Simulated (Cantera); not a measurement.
A Cantera script and its output.

```python
import numpy as np
import cantera as ct

gas = ct.Solution("gri30.yaml")
gas.TPX = 1050, 26000, {'CO': 0.0021, 'O2': 0.023, 'H2O': 0.00044, 'N2': 1}
reactor = ct.IdealGasConstPressureReactor(gas, energy="off", clone=False)
net = ct.ReactorNet([reactor])
net.rtol, net.atol = 1e-08, 1e-18
show = ['CO', 'O2', 'H2O', 'OH', 'H']
times = np.geomspace(7e-05, 100, 12)

steps = ct.SolutionArray(gas, extra=["t"])
rows = []
print(f"{'t/s':>10s}{'T/K':>9s}{'P/Pa':>11s}" + "".join(f"{s:>11s}" for s in show))
for t in times:
    while net.time < t:
        t_next = net.step()
        steps.append(gas.state, t=t_next)
    rows.append([np.interp(t, steps.t, y) for y in (steps.T, steps.P, *steps(*show).X.T)])
    print(f"{t:10.3e}{rows[-1][0]:9.1f}{rows[-1][1]:11.4g}" + "".join(f"{x:11.3e}" for x in rows[-1][2:]))
rate = np.gradient(steps.T, steps.t)
print("integrator steps:", len(steps.t))
if steps.T.max() > steps.T[0] + 200:
    print(f"time of steepest temperature rise: {steps.t[rate.argmax()]:.4e} s")
gas.TPX = 1050, 26000, {'CO': 0.0021, 'O2': 0.023, 'H2O': 0.00044, 'N2': 1}
gas.equilibrate("TP")
print(f"equilibrium (TP): T = {gas.T:.1f} K  " + "  ".join(f"{s} {gas[s].X[0]:.3e}" for s in show))
```

Result:

```
       t/s      T/K       P/Pa         CO         O2        H2O         OH          H
 7.000e-05   1050.0    2.6e+04  2.048e-03  2.243e-02  4.290e-04  2.219e-15  8.854e-17
 2.539e-04   1050.0    2.6e+04  2.048e-03  2.243e-02  4.290e-04  1.759e-14  1.698e-15
 9.208e-04   1050.0    2.6e+04  2.048e-03  2.243e-02  4.290e-04  1.764e-13  3.175e-14
 3.340e-03   1050.0    2.6e+04  2.048e-03  2.243e-02  4.290e-04  1.842e-12  4.260e-13
 1.211e-02   1050.0    2.6e+04  2.048e-03  2.243e-02  4.290e-04  1.673e-11  4.153e-12
 4.393e-02   1050.0    2.6e+04  2.048e-03  2.243e-02  4.290e-04  2.027e-10  5.111e-11
 1.593e-01   1050.0    2.6e+04  2.044e-03  2.242e-02  4.288e-04  1.684e-07  4.415e-08
 5.779e-01   1050.0    2.6e+04  5.990e-04  2.170e-02  4.259e-04  3.598e-06  8.702e-07
 2.096e+00   1050.0    2.6e+04  6.615e-05  2.146e-02  4.287e-04  1.288e-06  3.528e-08
 7.602e+00   1050.0    2.6e+04  4.685e-06  2.143e-02  4.293e-04  4.112e-07  8.321e-10
 2.757e+01   1050.0    2.6e+04  2.427e-07  2.143e-02  4.294e-04  1.238e-07  1.594e-11
 1.000e+02   1050.0    2.6e+04  7.145e-09  2.143e-02  4.295e-04  4.987e-08  7.914e-13
integrator steps: 1493
equilibrium (TP): T = 1050.0 K  CO 8.491e-12  O2 2.142e-02  H2O 4.295e-04  OH 1.517e-08  H 2.318e-14
```

Detailed kinetics in Cantera: GRI-Mech 3.0 (53 species, 325 reactions).
